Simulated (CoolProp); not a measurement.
Propylene glycol at 445.8 K and 1.09 MPa is throttled through a valve to 0.759 MPa with no heat exchange. Each further row changes one setting.

Values from CoolProp's reference Helmholtz-energy equation of state, Eisenbach 2021.

```
case                       temperature change (K)  final density (kg/m³)
-------------------------  ----------------------  ---------------------
as stated                                       …                    908
outlet pressure 0.228 MPa                    +0.2                    908
outlet pressure 0.987 MPa                       …                      …
```

Question: Fill in the missing entries.

Answer: 
- as stated, temperature change (K): +0.1
- outlet pressure 0.987 MPa, temperature change (K): +0.0
- outlet pressure 0.987 MPa, final density (kg/m³): 909
